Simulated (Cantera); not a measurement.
Mixture: 13.4 % H2, 12.9 % O2, 73.6 % N2, equivalence ratio 0.52, at 7.90 atm, adiabatic and at constant pressure. Ignition delay is the time to a rise of 400 K.

Model: the H2/O2 subset of GRI-Mech 3.0, which has no nitrogen chemistry, integrated in Cantera. The hydrogen kinetics of GRI-Mech 3.0 are dated; newer H2 mechanisms differ, most at raised pressure. Where the delays flatten at high temperature, the 400 K rule measures the pace of heat release, not the induction time.

Q: Predict: delay at 1000 K; delay at 1200 K; delay at 1400 K; delay at 1600 K; delay at 1800 K.

A: 
| Quantity | Result |
|---|---|
| delay at 1000 K | 16.2 ms |
| delay at 1200 K | 35.6 µs |
| delay at 1400 K | 4.16 µs |
| delay at 1600 K | 2.24 µs |
| delay at 1800 K | 1.77 µs |
